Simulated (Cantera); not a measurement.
# Si3N4 + HCl + H2 (nitride etching)

Input: 1 mol Si3N4, 6.9 mol HCl, 36 mol H2, equilibrated at 1125 K.

Equilibrium computed with Cantera from the NASA thermochemical tables; the gas is ideal and each condensed phase is pure. Candidate condensed phases: NH4Cl, Si, Si3N4; 28 gas species. The tables' values for SiCl3 are old estimates; treat these amounts as uncertain. The numbers say what is thermodynamically allowed, not how fast it happens.

```csv
P (Pa),x H2,x HCl,x SiCl2,x N2,x SiCl4,n Si3N4(s)
1,0.843,0.145,0.00703,0.00490,9.00e-5,0.894
4.20,0.842,0.151,0.00401,0.00303,0.000233,0.935
18,0.842,0.153,0.00209,0.00199,0.000539,0.957
75,0.842,0.154,0.000949,0.00157,0.00102,0.966
320,0.843,0.153,0.000356,0.00156,0.00162,0.966
1300,0.845,0.151,0.000124,0.00181,0.00222,0.961
5600,0.846,0.148,3.91e-5,0.00223,0.00292,0.952
24000,0.848,0.145,1.22e-5,0.00278,0.00372,0.940
100000,0.850,0.141,3.87e-6,0.00344,0.00464,0.926
```
x: gas mole fraction; n: condensed amount in mol.

From 0.00750 Torr to 750 Torr the condensed part is Si3N4(s). The main Si-bearing gas is SiCl2 at 0.00750 Torr and SiCl4 at 750 Torr.
